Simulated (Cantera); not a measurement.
Charge: 1 mol V, 0.11 mol N₂O, 31 mol H₂, held at 1000 K and 1.00 bar.

Equilibrium computed with Cantera from the NASA thermochemical tables; the gas is ideal and each condensed phase is pure. Candidate condensed phases: H₂O, V, VN, VO, V₂O₃, V₂O₄, V₂O₅; 28 gas species. VN, VO: taken at fixed stoichiometry. Condensed phases not in the tables: solid solutions among these carbides, nitrides and lower oxides, V₂N, N, O or C dissolved in the metal. The numbers say what is thermodynamically allowed, not how fast it happens.

Base state: H₂ 1.00 (mole fractions); condensed: V(s) + VN(s) + VO(s).

Task: What changes in the equilibrium state with this change: temperature from 1000 K to 2125 K?

Result: 
| species | before | after |
|---|---|---|
| H₂ | 1.00 | 0.992 |
| H | 2.27e-9 | 0.00362 |
| N₂ | <1e-9 | 0.00353 |
| V | <1e-9 | 1.36e-5 |
| H₂O | 1.27e-8 | 0.000532 |
| VO | <1e-9 | 1.08e-5 |
| V(s), mol | 0.670 | 0.906 |
| VN(s), mol | 0.220 | 0 |
| VO(s), mol | 0.110 | 0 |
| VO(l), mol | 0 | 0.0930 |
Mutual solubility and eutectic melting of coexisting phases are not modelled. VO: taken at fixed stoichiometry. Condensed phases not in the tables: V₂N, N, O or C dissolved in the metal.
